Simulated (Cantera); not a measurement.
Input (Python, Cantera) and output of one run.

```python
import numpy as np
import cantera as ct

gas_names = """
    Br Br2 H HBr H2 Si SiBr SiBr2 SiBr3 SiBr4 SiH SiHBr3 SiH2 SiH2Br2 SiH3 SiH3Br SiH4 Si2 Si3
""".split()
cond_names = """
    Br2(cr) Br2(L) Si(cr) Si(L)
""".split()


# ... load() reads the species with a 1 bar reference pressure and builds the phases ...
atoms = {
    'Si': {'Si': 1},
    'HBr': {'H': 1, 'Br': 1},
}
top_T = {}  # K; cautious upper limits of use, not melting points


# ... equilibrate(T, P, feed) seeds the gas with the atoms and calls Mixture.equilibrate('TP', solver="vcs", rtol=1e-11, max_steps=5000) ...
results = []
feed = {'Si': 1, 'HBr': 4.9}  # mol
P = 21  # Pa
for T in [498, 648, 798, 948, 1098, 1248, 1398, 1548, 1698]:
    mix = equilibrate(T, P, feed)
    results.append((T, P, feed, dict(zip(mix.species_names, mix.species_moles))))
    x = sorted(zip(gas.X, gas.species_names), reverse=True)
    print(f"T = {T:g} K  P = {P:g} Pa  gas = {mix.phase_moles(0):.4g} mol")
    print("   x: " + "  ".join(f"{s} {v:.3e}" for v, s in x if v > 1e-05))
    print("   condensed (mol): " + ("  ".join(f"{mix.phase(i).name} {mix.phase_moles(i):.4g}"
          for i in range(1, mix.n_phases) if mix.phase_moles(i) > 1e-12) or "none"))
```

Result:

```
T = 498 K  P = 21 Pa  gas = 3.9 mol
   x: H2 5.128e-01  SiBr4 2.564e-01  HBr 2.308e-01
   condensed (mol): none
T = 648 K  P = 21 Pa  gas = 3.9 mol
   x: H2 5.128e-01  SiBr4 2.564e-01  HBr 2.308e-01  SiHBr3 2.305e-05
   condensed (mol): none
T = 798 K  P = 21 Pa  gas = 3.9 mol
   x: H2 5.125e-01  SiBr4 2.561e-01  HBr 2.311e-01  SiHBr3 2.749e-04  SiBr3 3.125e-05
   condensed (mol): none
T = 948 K  P = 21 Pa  gas = 3.922 mol
   x: H2 5.032e-01  SiBr4 2.473e-01  HBr 2.418e-01  SiBr2 4.620e-03  SiBr3 1.745e-03  SiHBr3 1.327e-03  Br 3.322e-05
   condensed (mol): none
T = 1098 K  P = 21 Pa  gas = 4.298 mol
   x: HBr 3.940e-01  H2 3.724e-01  SiBr4 1.345e-01  SiBr2 8.734e-02  SiBr3 9.744e-03  SiHBr3 1.093e-03  Br 8.790e-04
   condensed (mol): none
T = 1248 K  P = 21 Pa  gas = 4.804 mol
   x: HBr 5.413e-01  H2 2.392e-01  SiBr2 1.783e-01  SiBr4 2.121e-02  Br 1.125e-02  SiBr3 8.428e-03  SiHBr3 1.999e-04  H 1.576e-05
   condensed (mol): none
T = 1398 K  P = 21 Pa  gas = 5.021 mol
   x: HBr 5.181e-01  H2 2.288e-01  SiBr2 1.948e-01  Br 5.377e-02  SiBr3 3.037e-03  SiBr4 1.301e-03  H 1.562e-04  SiBr 3.729e-05  SiHBr3 2.493e-05  Br2 2.171e-05
   condensed (mol): none
T = 1548 K  P = 21 Pa  gas = 5.277 mol
   x: HBr 4.063e-01  H2 2.606e-01  SiBr2 1.881e-01  Br 1.425e-01  H 1.085e-03  SiBr3 9.042e-04  SiBr 3.900e-04  SiBr4 7.006e-05  Br2 2.908e-05  Si 1.758e-05
   condensed (mol): none
T = 1698 K  P = 21 Pa  gas = 5.639 mol
   x: H2 2.984e-01  HBr 2.666e-01  Br 2.522e-01  SiBr2 1.730e-01  H 5.451e-03  SiBr 3.225e-03  Si 8.011e-04  SiBr3 2.510e-04  Br2 2.312e-05
   condensed (mol): none
```

These are equilibrium values from Cantera (NASA tables, ideal gas, pure condensed phases), not measurements of a reactor. The tables' values for SiBr3, SiBr are old estimates; treat these amounts as uncertain.
